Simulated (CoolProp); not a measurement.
Values from CoolProp's reference Helmholtz-energy equation of state, Rui 2013.

### Question
Give the vapour pressure (MPa), liquid density (kg/m³), vapour Z, surface tension (mN/m) of saturated R236EA at 10.55, 21.15 °C.

### Answer
```json
[
 {"T (°C)": "10.55", "p (MPa)": "0.121", "liquid density (kg/m³)": "1470", "vapour Z": "0.950", "surface tension (mN/m)": "13.9"},
 {"T (°C)": "21.15", "p (MPa)": "0.180", "liquid density (kg/m³)": "1440", "vapour Z": "0.934", "surface tension (mN/m)": "12.5"}
]
```

Surface tension comes from a separate correlation (Mulero 2012).
